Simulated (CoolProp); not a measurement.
Saturation properties of R143a.

The numbers come from the reference Helmholtz-energy equation of state, Lemmon and Jacobsen 2000 in CoolProp.

| T (K) | p (kPa) | enthalpy of vaporisation (kJ/kg) | liquid cp (kJ/(kg K)) | vapour Z | surface tension (mN/m) | liquid conductivity (mW/(m K)) |
|---|---|---|---|---|---|---|
| 199.8 | 24.32 | 243.7 | 1.263 | 0.9802 | 18.3 | 115 |
| 217.5 | 66.81 | 232.4 | 1.303 | 0.9623 | 15.6 | 106 |
| 235.1 | 153.6 | 220.1 | 1.351 | 0.9355 | 12.9 | 97.3 |
| 252.7 | 310.2 | 206.3 | 1.408 | 0.8982 | 10.4 | 89.4 |
| 270.4 | 568.3 | 190.5 | 1.482 | 0.8487 | 8.01 | 81.8 |
| 288 | 959.7 | 171.9 | 1.584 | 0.7856 | 5.75 | 74.6 |
| 305.6 | 1525 | 149.0 | 1.752 | 0.7055 | 3.65 | 67.4 |
| 323.3 | 2315 | 118.2 | 2.123 | 0.5988 | 1.77 | 60.0 |

It boils at 225.9 K under 1 atm.

Thermal conductivity comes from a separate model (McLinden 2000), an estimate that may be off by 10 % or more. Surface tension comes from a separate correlation (Mulero 2014).
